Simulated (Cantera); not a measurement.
Feed: 1 mol trisilylamine, 0.65 mol N2, equilibrated at 7.10e-5 bar.

Cantera equilibrium calculation (NASA polynomials, part measured and part estimated; ideal gas, pure solids and liquids). Candidate condensed phases: Si, Si3N4; 18 gas species. The feed counts by its element totals alone. The numbers say what is thermodynamically allowed, not how fast it happens. All values below are at 1450 K.

Base state: H2 0.796, N2 0.203, H 0.00100, Si 4.33e-5 (mole fractions); condensed: Si(s).

### Question
What changes in the equilibrium state with this change: pressure from 7.10e-5 bar to 0.0500 bar?

### Answer
| species | before | after |
|---|---|---|
| H2 | 0.796 | 1.000 |
| N2 | 0.203 | 0.000342 |
| H | 0.00100 | 4.23e-5 |
| Si | 4.33e-5 | 6.15e-8 |
| Si(s), mol | 3.00 | 1.28 |
| Si3N4(s), mol | 0 | 0.574 |
Mutual solubility and eutectic melting of coexisting phases are not modelled.
